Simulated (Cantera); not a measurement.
What does this Cantera script print?

```python
import numpy as np
import cantera as ct

gas = ct.Solution("gri30.yaml")
gas.TPX = 1323, 1000000, {'CH4': 1, 'H2': 0.06, 'O2': 5.97, 'N2': 22.4}
reactor = ct.IdealGasReactor(gas, energy="on", clone=False)
net = ct.ReactorNet([reactor])
net.rtol, net.atol = 1e-08, 1e-16
show = ['CH4', 'H2', 'O2', 'C2H4', 'NO', 'N2O', 'O']
times = np.geomspace(2e-06, 3, 15)

steps = ct.SolutionArray(gas, extra=["t"])
rows = []
print(f"{'t/s':>10s}{'T/K':>9s}{'P/Pa':>11s}" + "".join(f"{s:>11s}" for s in show))
for t in times:
    while net.time < t:
        t_next = net.step()
        steps.append(gas.state, t=t_next)
    rows.append([np.interp(t, steps.t, y) for y in (steps.T, steps.P, *steps(*show).X.T)])
    print(f"{t:10.3e}{rows[-1][0]:9.1f}{rows[-1][1]:11.4g}" + "".join(f"{x:11.3e}" for x in rows[-1][2:]))
rate = np.gradient(steps.T, steps.t)
print("integrator steps:", len(steps.t))
if steps.T.max() > steps.T[0] + 200:
    print(f"time of steepest temperature rise: {steps.t[rate.argmax()]:.4e} s")
gas.TPX = 1323, 1000000, {'CH4': 1, 'H2': 0.06, 'O2': 5.97, 'N2': 22.4}
gas.equilibrate("UV")
print(f"equilibrium (UV): T = {gas.T:.1f} K  " + "  ".join(f"{s} {gas[s].X[0]:.3e}" for s in show))
```

It prints:

```
       t/s      T/K       P/Pa        CH4         H2         O2       C2H4         NO        N2O          O
 2.000e-06   1323.0      1e+06  3.398e-02  2.039e-03  2.029e-01  4.097e-14  2.455e-18  6.437e-14  3.500e-10
 5.523e-06   1323.0      1e+06  3.398e-02  2.039e-03  2.029e-01  1.185e-12  1.129e-17  3.615e-13  6.490e-10
 1.525e-05   1323.0      1e+06  3.398e-02  2.039e-03  2.029e-01  3.512e-11  6.809e-17  2.422e-12  1.698e-09
 4.212e-05   1323.0      1e+06  3.397e-02  2.038e-03  2.029e-01  1.642e-09  6.469e-16  1.917e-11  7.142e-09
 1.163e-04   1323.3      1e+06  3.392e-02  2.032e-03  2.028e-01  2.241e-07  1.701e-14  2.188e-10  6.058e-08
 3.212e-04   1332.2  1.007e+06  3.281e-02  2.010e-03  2.020e-01  2.509e-05  8.941e-13  3.077e-09  3.573e-07
 8.870e-04   2257.2  1.706e+06  1.209e-17  7.424e-05  1.332e-01  1.028e-27  1.323e-04  2.426e-06  3.425e-04
 2.449e-03   2255.9  1.705e+06  2.474e-21  7.376e-05  1.330e-01  5.225e-33  5.975e-04  2.417e-06  3.396e-04
 6.764e-03   2252.6  1.702e+06  2.387e-21  7.254e-05  1.324e-01  1.331e-32  1.793e-03  2.397e-06  3.324e-04
 1.868e-02   2245.1  1.697e+06  2.094e-21  6.989e-05  1.311e-01  1.054e-32  4.444e-03  2.359e-06  3.166e-04
 5.159e-02   2234.4  1.688e+06  1.728e-21  6.620e-05  1.292e-01  7.539e-33  8.261e-03  2.322e-06  2.950e-04
 1.425e-01   2228.9  1.684e+06  1.564e-21  6.436e-05  1.282e-01  6.338e-33  1.022e-02  2.311e-06  2.844e-04
 3.934e-01   2228.5  1.684e+06  1.554e-21  6.425e-05  1.282e-01  6.272e-33  1.034e-02  2.310e-06  2.838e-04
 1.086e+00   2228.5  1.684e+06  1.554e-21  6.425e-05  1.282e-01  6.272e-33  1.034e-02  2.310e-06  2.838e-04
 3.000e+00   2228.5  1.684e+06  1.554e-21  6.425e-05  1.282e-01  6.272e-33  1.034e-02  2.310e-06  2.838e-04
integrator steps: 1847
time of steepest temperature rise: 4.8864e-04 s
equilibrium (UV): T = 2228.5 K  CH4 2.341e-21  H2 6.425e-05  O2 1.282e-01  C2H4 8.279e-33  NO 1.034e-02  N2O 2.310e-06  O 2.838e-04
```

Model: GRI-Mech 3.0 (53 species, 325 reactions), integrated in Cantera.
